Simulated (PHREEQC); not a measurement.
A PHREEQC speciation (ion-association model, phreeqc.dat) at 20 °C gives pH 5.38 and these molalities:

```
species  mol/kgw
-------  -------
NO3-       0.502
Cd+2       0.212
CdNO3+    0.0776
```

### Question
What are the element totals, and what could have been dissolved in 1 kg of water to give them?

### Answer
This is not unique; one that fits is totals Cd 0.290, N(5) 0.580 mol/kgw, from 0.29 mol/kgw Cd(NO3)2.

This is a speciation only: nothing precipitates in the calculation. Caution: at this ionic strength the ion-association model is outside its range; a Pitzer model would be the better tool where its parameters exist. Species that the database lacks are ignored.
